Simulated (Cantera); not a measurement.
Feed: 1 mol CaCO₃, 0.47 mol H₂, 0.46 mol C, at 1125 °C and 75.0 Torr.

Cantera equilibrium calculation (NASA polynomials, part measured and part estimated; ideal gas, pure solids and liquids). Candidate condensed phases: C, C₆H₆, C₇H₈, C₈H₁₈, Ca, CaCO₃, CaO, Ca(OH)₂, H₂O; 115 gas species. Equilibrium is a limit: real reactors are often held back by kinetics, nucleation or transport.

**Question.** What is the equilibrium state?

**Answer.** 
- x(CO) = 0.575
- x(CO₂) = 0.181
- x(H₂) = 0.145
- x(H₂O) = 0.0986
- x(H) = 5.70e-6
- n(CaO(s)) = 1.00 mol
- gas amount = 1.930 mol
- log10 activity of C(graphite) (absent) = -3.49
- log10 activity of Ca(l) (absent) = -11.66
